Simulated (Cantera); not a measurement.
A Cantera script and what it prints.

```python
import numpy as np
import cantera as ct

gas_names = [...]  # 45 gases of nasa_gas.yaml made of Al, Cl, H, N, O
cond_names = """
    AL(cr) AL(L) ALCL3(s) ALCL3(L) ALN(s) AL2O3(a) AL2O3(L) H2O(s) H2O(L) NH4CL(a) NH4CL(b)
""".split()


# ... load() reads the species with a 1 bar reference pressure and builds the phases ...
atoms = {
    'AlCl3': {'AL': 1, 'CL': 3},
    'O2': {'O': 2},
    'N2': {'N': 2},
    'HCl': {'H': 1, 'CL': 1},
}
top_T = {'ALN(s)': 2750}  # K; cautious upper limits of use, not melting points


# ... equilibrate(T, P, feed) seeds the gas with the atoms and calls Mixture.equilibrate('TP', solver="vcs", rtol=1e-11, max_steps=5000) ...
results = []
feed = {'AlCl3': 1, 'O2': 16, 'N2': 210, 'HCl': 4.4}  # mol
T = 1275  # K
for P in [10, 28, 77, 220, 600, 1700, 4600, 13000, 36000, 100000]:
    mix = equilibrate(T, P, feed)
    results.append((T, P, feed, dict(zip(mix.species_names, mix.species_moles))))
    x = sorted(zip(gas.X, gas.species_names), reverse=True)
    print(f"T = {T:g} K  P = {P:g} Pa  gas = {mix.phase_moles(0):.4g} mol")
    print("   x: " + "  ".join(f"{s} {v:.3e}" for v, s in x if v > 1e-06))
    print("   condensed (mol): " + ("  ".join(f"{mix.phase(i).name} {mix.phase_moles(i):.4g}"
          for i in range(1, mix.n_phases) if mix.phase_moles(i) > 1e-12) or "none"))
```

It prints:

```
T = 1275 K  P = 10 Pa  gas = 232.6 mol
   x: N2 9.025e-01  O2 6.527e-02  HCL 1.822e-02  CL 1.323e-02  H2O 3.440e-04  NO 2.001e-04  CL2 1.791e-04  OH 3.422e-06  O 2.853e-06  CLO 1.160e-06
   condensed (mol): AL2O3(a) 0.5
T = 1275 K  P = 28 Pa  gas = 232.6 mol
   x: N2 9.028e-01  O2 6.535e-02  HCL 1.844e-02  CL 1.248e-02  CL2 4.465e-04  H2O 2.367e-04  NO 2.002e-04  OH 2.195e-06  CLO 1.832e-06  O 1.706e-06
   condensed (mol): AL2O3(a) 0.5
T = 1275 K  P = 77 Pa  gas = 232.4 mol
   x: N2 9.034e-01  O2 6.542e-02  HCL 1.857e-02  CL 1.126e-02  CL2 9.998e-04  NO 2.004e-04  H2O 1.779e-04  CLO 2.743e-06  OH 1.478e-06  O 1.029e-06
   condensed (mol): AL2O3(a) 0.5
T = 1275 K  P = 220 Pa  gas = 232.2 mol
   x: N2 9.042e-01  O2 6.549e-02  HCL 1.864e-02  CL 9.316e-03  CL2 1.955e-03  NO 2.006e-04  H2O 1.549e-04  CLO 3.838e-06  OH 1.061e-06
   condensed (mol): AL2O3(a) 0.5
T = 1275 K  P = 600 Pa  gas = 232 mol
   x: N2 9.053e-01  O2 6.556e-02  HCL 1.864e-02  CL 7.086e-03  CL2 3.084e-03  NO 2.008e-04  H2O 1.624e-04  CLO 4.823e-06
   condensed (mol): AL2O3(a) 0.5
T = 1275 K  P = 1700 Pa  gas = 231.7 mol
   x: N2 9.063e-01  O2 6.562e-02  HCL 1.859e-02  CL 4.919e-03  CL2 4.211e-03  NO 2.010e-04  H2O 1.991e-04  CLO 5.638e-06
   condensed (mol): AL2O3(a) 0.5
T = 1275 K  P = 4600 Pa  gas = 231.5 mol
   x: N2 9.070e-01  O2 6.564e-02  HCL 1.847e-02  CL2 5.099e-03  CL 3.290e-03  H2O 2.671e-04  NO 2.011e-04  CLO 6.205e-06
   condensed (mol): AL2O3(a) 0.5
T = 1275 K  P = 13000 Pa  gas = 231.3 mol
   x: N2 9.076e-01  O2 6.562e-02  HCL 1.825e-02  CL2 5.819e-03  CL 2.091e-03  H2O 3.840e-04  NO 2.012e-04  CLO 6.628e-06
   condensed (mol): AL2O3(a) 0.5
T = 1275 K  P = 36000 Pa  gas = 231.2 mol
   x: N2 9.081e-01  O2 6.556e-02  HCL 1.791e-02  CL2 6.386e-03  CL 1.316e-03  H2O 5.604e-04  NO 2.011e-04  CLO 6.940e-06
   condensed (mol): AL2O3(a) 0.5
T = 1275 K  P = 100000 Pa  gas = 231.2 mol
   x: N2 9.084e-01  O2 6.546e-02  HCL 1.740e-02  CL2 6.892e-03  CL 8.205e-04  H2O 8.165e-04  NO 2.010e-04  CLO 7.204e-06  NO2 1.356e-06  HOCL 1.119e-06
   condensed (mol): AL2O3(a) 0.5
```

Equilibrium computed with Cantera from the NASA thermochemical tables; the gas is ideal and each condensed phase is pure.
